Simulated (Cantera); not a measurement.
A closed system holds: 1 mol Cu2O, 4.7 mol H2, equilibrated at 0.100 bar.

These are equilibrium values from Cantera (NASA tables, ideal gas, pure condensed phases), not measurements of a reactor. Candidate condensed phases: Cu, CuO, Cu(OH)2, Cu2O, H2O; 12 gas species. Rates play no part.

x: gas mole fraction; n: condensed amount in mol.

```csv
T (K),x H2,x H2O,x Cu,x H,x Cu2,x OH,x O,n Cu(l)
1698,0.786,0.212,0.00155,0.000405,1.85e-6,5.63e-6,[?],1.99
1748,0.784,0.212,0.00291,0.000640,4.43e-6,1.01e-5,[?],1.99
1798,0.782,0.212,0.00529,0.000985,1.01e-5,1.75e-5,[?],1.97
1848,0.779,0.211,0.00929,0.00148,2.18e-5,2.94e-5,[?],1.96
1898,0.773,0.209,0.0158,0.00217,4.52e-5,4.81e-5,[?],1.92
1948,0.764,0.207,0.0262,0.00312,9.02e-5,7.65e-5,[?],1.87
1998,0.750,0.203,0.0423,0.00439,0.000173,0.000118,[?],1.79
2048,0.729,0.198,0.0665,0.00605,0.000322,0.000179,[?],1.66
2098,0.699,0.190,0.102,0.00814,0.000581,0.000262,[?],1.45
2148,0.655,0.178,0.154,0.0107,0.00102,0.000373,[?],1.12
```

Task: Fill in the missing entries.

Result: 
- 1698, x O: 2.33e-9
- 1748, x O: 6.48e-9
- 1798, x O: 1.71e-8
- 1848, x O: 4.27e-8
- 1898, x O: 1.02e-7
- 1948, x O: 2.32e-7
- 1998, x O: 5.07e-7
- 2048, x O: 1.07e-6
- 2098, x O: 2.18e-6
- 2148, x O: 4.29e-6
